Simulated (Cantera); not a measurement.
Feed: 1 mol Ca(OH)2, 4.9 mol H2, 5 mol CO2, equilibrated at 1498 K and 19.0 mbar.

Cantera equilibrium calculation (NASA polynomials, part measured and part estimated; ideal gas, pure solids and liquids). Candidate condensed phases: C, C6H6, C7H8, C8H18, Ca, CaCO3, CaO, Ca(OH)2, H2O; 115 gas species. The numbers say what is thermodynamically allowed, not how fast it happens.

Question: What is the equilibrium state?

Answer: 
| Quantity | Result |
|---|---|
| x(H2O) | 0.355 |
| x(CO) | 0.264 |
| x(CO2) | 0.195 |
| x(H2) | 0.186 |
| x(H) | 5.38e-5 |
| x(OH) | 2.91e-6 |
| n(CaO(s)) | 1.000 mol |
| gas amount | 10.90 mol |
| log10 activity of C(graphite) (absent) | -5.34 |
| log10 activity of Ca(l) (absent) | -11.13 |
